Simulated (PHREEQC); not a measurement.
Solution (20 °C): 0.25 mol HF and 0.00027 mol NH4HF2 per kg of water. It is in equilibrium with CO2 at log p = -3.4 (atm). Otherwise closed; pH follows from the charge balance.

Model: ion-association model, phreeqc.dat, run in PHREEQC.

```tsv
quantity	before	after
pH	1.76	2.22
ionic strength (mol/kgw)	0.0197	0.00654
F- (mol/kgw)	0.0108	0.00565
HF2- (mol/kgw)	0.00885	0.000888
HCO3- (mol/kgw)	4.25e-10	1.17e-9
```

Problem. Which change was made?
A. NH4HF2 from 0.00027 to 0.0027 mol/kgw
B. diluted 5-fold with water
C. NH4HF2 replaced by NaBF4 at the same molality

Solution. B, diluted 5-fold with water

No solid was allowed to form.
